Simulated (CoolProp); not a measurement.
m-xylene at 293.15 K and 1.43 MPa is throttled through a valve to 0.715 MPa with no heat exchange. Each further row changes one setting.

The numbers come from the reference Helmholtz-energy equation of state, Zhou 2012 in CoolProp.

```tsv
case	temperature change (K)	final density (kg/m³)
as stated	[?]	864
outlet pressure 0.214 MPa	[?]	864
outlet pressure 0.929 MPa	[?]	[?]
```

### Question
What belongs in the gaps?

### Answer

- as stated, temperature change (K): +0.3
- outlet pressure 0.214 MPa, temperature change (K): +0.6
- outlet pressure 0.929 MPa, temperature change (K): +0.2
- outlet pressure 0.929 MPa, final density (kg/m³): 865
